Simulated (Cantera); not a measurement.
Ignition delay

Mixture: 31.6 % H₂, 14.4 % O₂, 54.0 % N₂, equivalence ratio 1.1, at 1000000 Pa, adiabatic and at constant volume. Ignition delay is the time to a rise of 400 K.

Computed with Cantera and the H2/O2 subset of GRI-Mech 3.0, which has no nitrogen chemistry. The hydrogen kinetics of GRI-Mech 3.0 are dated; newer H2 mechanisms differ, most at raised pressure.

```csv
T0 (K),delay (ms)
1073,1.48
1123,0.474
1173,0.135
1223,0.0270
1273,0.00713
1323,0.00388
1373,0.00264
1423,0.00197
```

| Property | Value |
|---|---|
| apparent activation energy between 1323 and 1423 K | 110 kJ/mol |
